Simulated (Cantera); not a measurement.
Charge: 1 mol SiHCl3, 0.055 mol HCl, 91 mol N2, at 7.50 Torr.

Method: chemical equilibrium by Gibbs-energy minimisation in Cantera with the NASA 1993 tables (ideal gas, pure condensed phases). Candidate condensed phases: NH4Cl, Si, Si3N4; 28 gas species. N2 is the only nitrogen source here; it is nearly inert below about 1500 K, so the nitride shown seldom forms there in practice. The tables' values for SiCl3 are old estimates; treat these amounts as uncertain. Equilibrium is a limit: real reactors are often held back by kinetics, nucleation or transport. All values below are at 1125 K.

Base state: N2 0.983, HCl 0.0108, SiCl4 0.00548, H2 0.000323, SiCl3 0.000115, SiCl2 2.96e-5 (mole fractions); condensed: Si3N4(s).

What changes in the equilibrium state with this change: SiHCl3 replaced by Si3H8?


| species | before | after |
|---|---|---|
| N2 | 0.983 | 0.956 |
| H2 | 0.000323 | 0.0430 |
| HCl | 0.0108 | 0.000591 |
| SiCl2 | 2.96e-5 | <1e-9 |
| SiCl4 | 0.00548 | <1e-9 |
| SiCl3 | 0.000115 | <1e-9 |
| Si3N4(s), mol | 0.160 | 1.00 |
The feed counts by its element totals alone.
